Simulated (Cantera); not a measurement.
# Al2O3 + N2 (sublimation and decomposition of ceramics)

A closed system holds: 1 mol Al2O3, 0.037 mol N2, held at 0.0405 Torr.

Cantera equilibrium calculation (NASA polynomials, part measured and part estimated; ideal gas, pure solids and liquids). Candidate condensed phases: Al, AlN, Al2O3; 36 gas species. Ions and electrons are included (thermal ionisation). Rates play no part.

At 2227 °C the condensed part is Al2O3(l). From 2477 °C to 4727 °C nothing is condensed. The main Al-bearing gas is Al at 2227 °C and Al+ at 4727 °C.

```csv
T (°C),x O,x N2,x Al,x e-,x Al+,x AlO,x Al2O,x O2,x N,n Al2O3(l)
2227,0.210,0.579,0.117,0.000251,0.000266,0.0621,0.0153,0.0113,3.03e-5,0.993
2477,0.561,0.00750,0.361,0.00180,0.00182,0.0540,0.00383,0.00860,2.83e-5,0
2727,0.586,0.00711,0.384,0.00595,0.00595,0.00924,9.54e-5,0.00145,0.000160,0
2977,0.585,0.00679,0.374,0.0158,0.0158,0.00185,3.45e-6,0.000295,0.000692,0
3227,0.573,0.00586,0.346,0.0357,0.0357,0.000437,1.77e-7,7.30e-5,0.00231,0
3477,0.552,0.00392,0.298,0.0699,0.0699,0.000113,1.12e-8,2.08e-5,0.00572,0
3727,0.522,0.00160,0.230,0.119,0.119,2.96e-5,7.48e-10,6.64e-6,0.00965,0
3977,0.489,0.000391,0.152,0.174,0.174,7.51e-6,4.74e-11,2.34e-6,0.0113,0
4227,0.461,8.35e-5,0.0864,0.221,0.221,1.81e-6,2.72e-12,9.27e-7,0.0112,0
4477,0.443,2.00e-5,0.0435,0.252,0.252,4.30e-7,<1e-12,4.14e-7,0.0109,0
4727,0.433,5.59e-6,0.0209,0.268,0.268,1.07e-7,<1e-12,2.06e-7,0.0107,0
```
x: gas mole fraction; n: condensed amount in mol.
